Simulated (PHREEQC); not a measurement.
## Acid rinse or clean: an equilibrium model

A solution holds 0.0018 mol/kgw HBr, 0.0088 mol/kgw CaCl2 and 0.00015 mol/kgw MgCl2, at 25 °C. Closed to the air; pH follows from the charge balance.

All values are PHREEQC results (ion-association model, phreeqc.dat), not measurements.

Precipitation was switched off in this run.

**Question.** Estimate the pH, specific conductance.

**Answer.** pH 2.80; specific conductance 2760 µS/cm.
